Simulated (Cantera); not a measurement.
Charge: 1 mol Al, 2.7 mol Cl2, equilibrated at 0.160 bar.

These are equilibrium values from Cantera (NASA tables, ideal gas, pure condensed phases), not measurements of a reactor. Candidate condensed phases: Al, AlCl3; 8 gas species. Kinetics and transport are ignored.

**Question.** Which condensed phases are stable at each of these points (T (°C)): 127, 227, 327, 427, 527, 627, 727, 827, 927, 1027, 1127?

**Answer.** 
```json
[
 {"T (°C)": "127", "condensed phases": "AlCl3(s)", "Al condensed (%)": "69.3"},
 {"T (°C)": "227", "condensed phases": "gas only", "Al condensed (%)": "0.0"},
 {"T (°C)": "327", "condensed phases": "gas only", "Al condensed (%)": "0.0"},
 {"T (°C)": "427", "condensed phases": "gas only", "Al condensed (%)": "0.0"},
 {"T (°C)": "527", "condensed phases": "gas only", "Al condensed (%)": "0.0"},
 {"T (°C)": "627", "condensed phases": "gas only", "Al condensed (%)": "0.0"},
 {"T (°C)": "727", "condensed phases": "gas only", "Al condensed (%)": "0.0"},
 {"T (°C)": "827", "condensed phases": "gas only", "Al condensed (%)": "0.0"},
 {"T (°C)": "927", "condensed phases": "gas only", "Al condensed (%)": "0.0"},
 {"T (°C)": "1027", "condensed phases": "gas only", "Al condensed (%)": "0.0"},
 {"T (°C)": "1127", "condensed phases": "gas only", "Al condensed (%)": "0.0"}
]
```

At 127 °C the condensed part is AlCl3(s). From 227 °C to 1127 °C nothing is condensed.
